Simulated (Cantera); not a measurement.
A freely propagating, adiabatic, planar premixed flame of H2 : O2 : N2 : H2O = 1 : 0.455 : 1.71 : 0.28 (molar parts), unburnt at 650 K and 0.660 bar; mixture-averaged transport, grid criteria slope 0.08 and curve 0.16, no radiation.

Computed with Cantera and the H2/O2 subset of GRI-Mech 3.0, which has no nitrogen chemistry. Burning velocities carry a grid error of a few per cent, more on coarse grids.

### Question
Predict: laminar burning velocity; thermal thickness; peak x(O); peak x(HO2); peak x(OH).

### Answer
- laminar burning velocity: 795 cm/s
- thermal thickness: 0.800 mm
- peak x(O): 0.0103
- peak x(HO2): 0.000256
- peak x(OH): 0.0165
